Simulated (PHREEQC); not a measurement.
Make-up at 20 °C: 4 mmol/kgw NH3, 4.1 mmol/kgw NaAlO2 and 10 mmol/kgw K2CO3. Closed to the air; pH follows from the charge balance.

Computed with PHREEQC (ion-association model, phreeqc.dat).

The ionic strength comes out as 0.0327 mol/kgw. What activity coefficients do K+, HCO3-, NH4+, CO3-2, Na+ get?

K+ 0.84, HCO3- 0.85, NH4+ 0.83, CO3-2 0.53, Na+ 0.85.

This is a speciation only: nothing precipitates in the calculation. Examples of supersaturated solids here: Gibbsite (slow to form). Others may be too.
